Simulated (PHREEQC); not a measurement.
Solution (25 °C): 0.024 mol HF and 0.12 mol CuSO4 per kg of water. Closed to the air; pH follows from the charge balance.

Model: ion-association model, phreeqc.dat, run in PHREEQC.

```tsv
quantity	before	after
pH	2.60	2.51
Cu+2 (mol/kgw)	0.0612	0.0152
SO4-2 (mol/kgw)	0.0579	0.0137
CuSO4 (mol/kgw)	0.0569	0.00816
HSO4- (mol/kgw)	0.00523	0.00219
```

Problem. Which change was made?
(A) diluted 2-fold with water
(B) CuSO4 from 0.12 to 0.024 mol/kgw
(C) HF from 0.024 to 0.0048 mol/kgw
(D) HF left out
(E) 0.0041 mol/kgw HBr added

Solution. B, CuSO4 from 0.12 to 0.024 mol/kgw

No solid was allowed to form.
